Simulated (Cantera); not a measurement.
What does this Cantera script print?

```python
import numpy as np
import cantera as ct

gas = ct.Solution("h2o2.yaml")
gas.TPX = 650, 13332, {'H2': 1, 'O2': 0.685, 'N2': 2.58}
flame = ct.FreeFlame(gas, width=0.16)
flame.set_refine_criteria(ratio=3, slope=0.08, curve=0.16)
flame.transport_model = "mixture-averaged"
flame.solve(loglevel=0, auto=True)
z, T = flame.grid, flame.T
thick = (T[-1] - T[0]) / np.gradient(T, z).max()
show = ['H2', 'O2', 'H2O', 'OH', 'O', 'H2O2']
print(f"laminar burning velocity  {flame.velocity[0] * 100:.3f} cm/s")
print(f"burnt temperature         {T[-1]:.1f} K")
print(f"thermal thickness         {thick * 1e3:.4f} mm")
print(f"grid points               {len(z)}")
z0 = z[flame.heat_release_rate.argmax()]
print(f"{'z/mm':>9s}{'T/K':>9s}{'u/(m/s)':>9s}" + "".join(f"{s:>11s}" for s in show))
rows = []
for k in (-3, -2, -1.5, -1, -0.5, -0.25, 0, 0.25, 0.5, 1, 2, 4, 8):
    zz = z0 + k * thick
    rows.append([k * thick, np.interp(zz, z, T), np.interp(zz, z, flame.velocity),
                 *(np.interp(zz, z, flame.X[gas.species_index(s)]) for s in show)])
    print(f"{rows[-1][0] * 1e3:9.3f}{rows[-1][1]:9.1f}{rows[-1][2]:9.3f}" + "".join(f"{x:11.3e}" for x in rows[-1][3:]))
```

Result:

```
laminar burning velocity  604.910 cm/s
burnt temperature         2263.9 K
thermal thickness         6.9165 mm
grid points               125
     z/mm      T/K  u/(m/s)         H2         O2        H2O         OH          O       H2O2
  -20.749    650.0    6.049  2.345e-01  1.606e-01  3.923e-14  2.425e-17  2.916e-16  5.629e-15
  -13.833    650.0    6.049  2.345e-01  1.606e-01  6.859e-12  4.340e-14  4.891e-13  8.662e-15
  -10.375    650.0    6.049  2.345e-01  1.606e-01  2.444e-10  2.242e-12  2.456e-11  1.224e-13
   -6.916    650.0    6.049  2.345e-01  1.606e-01  4.910e-08  9.193e-10  6.403e-09  1.013e-10
   -3.458    655.5    6.095  2.332e-01  1.605e-01  3.980e-04  1.910e-05  9.087e-06  3.369e-07
   -1.729    748.6    6.899  2.148e-01  1.575e-01  9.745e-03  2.696e-04  3.102e-04  5.168e-07
    0.000   1082.6    9.704  1.044e-01  1.181e-01  9.176e-02  3.021e-03  7.470e-03  8.489e-07
    1.729   1350.6   11.949  3.048e-02  6.943e-02  1.746e-01  7.852e-03  1.781e-02  9.894e-07
    3.458   1473.2   12.938  2.641e-02  6.308e-02  1.859e-01  1.023e-02  1.870e-02  7.316e-07
    6.916   1612.5   14.027  2.606e-02  5.978e-02  1.942e-01  1.293e-02  1.749e-02  4.244e-07
   13.833   1761.5   15.157  2.429e-02  5.667e-02  2.040e-01  1.539e-02  1.511e-02  2.203e-07
   27.666   1910.2   16.251  2.084e-02  5.382e-02  2.153e-01  1.694e-02  1.191e-02  1.189e-07
   55.332   2047.8   17.235  1.602e-02  5.144e-02  2.273e-01  1.698e-02  8.434e-03  7.332e-08
```

Cantera simulation using the H2/O2 subset of GRI-Mech 3.0, which has no nitrogen chemistry; the numbers are that mechanism's predictions, not measurements. Burning velocities carry a grid error of a few per cent, more on coarse grids.
